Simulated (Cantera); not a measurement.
# (CH3)2SiCl2 + HCl + H2 + CH4 (silicon carbide growth)

Input: 1 mol (CH3)2SiCl2, 0.3 mol HCl, 4.4 mol H2, 0.02 mol CH4, at 7.50 Torr.

Equilibrium computed with Cantera from the NASA thermochemical tables; the gas is ideal and each condensed phase is pure. Candidate condensed phases: C, C6H6, C7H8, C8H18, Si, SiC; 109 gas species. The feed counts by its element totals alone. The tables' values for SiCl3, SiCl are old estimates; treat these amounts as uncertain. Rates play no part.

```
T (K)   x H2  x HCl   x SiCl4   x SiCl2  n C(graphite)  n SiC(s)
-----  -----  -----  --------  --------  -------------  --------
1123   0.756  0.237   0.00647  0.000160           1.08     0.937
1173   0.747  0.249   0.00316  0.000270           1.05     0.966
1223   0.742  0.256   0.00148  0.000414           1.04     0.980
1273   0.740  0.258  0.000703  0.000598           1.03     0.986
1323   0.739  0.259  0.000344  0.000829           1.03     0.987
1373   0.739  0.260  0.000175   0.00111           1.03     0.987
1423   0.739  0.259   9.26e-5   0.00146           1.04     0.985
1473   0.739  0.259   5.10e-5   0.00186           1.04     0.982
1523   0.739  0.258   2.91e-5   0.00234           1.04     0.978
1573   0.740  0.257   1.72e-5   0.00289           1.05     0.973
1623   0.740  0.255   1.04e-5   0.00351           1.05     0.968
1673   0.740  0.254   6.48e-6   0.00419           1.06     0.962
1723   0.741  0.252   4.13e-6   0.00495           1.06     0.956
1773   0.741  0.250   2.69e-6   0.00577           1.07     0.948
```
x: gas mole fraction; n: condensed amount in mol.

From 1123 K to 1773 K the condensed part is C(graphite) + SiC(s). The main Si-bearing gas is SiCl4 at 1123 K and SiCl2 at 1773 K.
